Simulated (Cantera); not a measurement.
Input: 1 mol Fe3O4, 0.54 mol CH4, 13 mol N2, at 11.0 mbar.

Method: chemical equilibrium by Gibbs-energy minimisation in Cantera with the NASA 1993 tables (ideal gas, pure condensed phases). Candidate condensed phases: C, C6H6, C7H8, C8H18, Fe, Fe(CO)5, FeO, Fe(OH)2, Fe(OH)3, Fe2O3, Fe3O4, H2O; 140 gas species. The tables' stoichiometric FeO is somewhat more stable than real wüstite, so its field is too wide. FeO: taken at fixed stoichiometry. Equilibrium is a limit: real reactors are often held back by kinetics, nucleation or transport. All values below are at 1998 K.

Base state: N2 0.875, H2O 0.0373, H2 0.0338, CO 0.0293, Fe 0.0138, CO2 0.00706, H 0.00281, OH 0.000309 (mole fractions); condensed: FeO(l).

Q: What changes in the equilibrium state with this change: Fe3O4 replaced by Cu2O?

A: 
```
species        before     after
-----------  --------  --------
N2              0.875     0.781
Cu                  0     0.120
H2             0.0338    0.0396
Fe             0.0138         0
H2O            0.0373    0.0237
CO             0.0293    0.0287
FeO          0.000302         0
Cu2                 0  0.000153
Fe(OH)2       1.46e-5         0
FeO(l), mol      2.79         0
```
Further candidate phases: Cu, CuO, Cu(OH)2, Cu2O.
